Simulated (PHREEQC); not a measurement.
Solution (25 °C): 96 mmol/kgw NaOH and 0.033 mmol/kgw H3BO3. Closed to the air; pH follows from the charge balance.

Computed with PHREEQC (ion-association model, phreeqc.dat).

Each row changes one thing in this solution. Precipitation was switched off in this run.

| case | pH | H3BO3 (mol/kgw) |
|---|---|---|
| as made | 12.86 | 6.04e-9 |
| temperature from 25 to 85 °C | ? | 7.67e-8 |
| temperature from 25 to 75 °C | ? | 5.60e-8 |
| H3BO3 from 3.3e-05 to 6.6e-05 mol/kgw | 12.86 | 1.21e-8 |

Complete the blanks.


- temperature from 25 to 85 °C, pH: 11.35
- temperature from 25 to 75 °C, pH: 11.54

Species that the database lacks are ignored. Constants without temperature data keep their 25 °C values here.
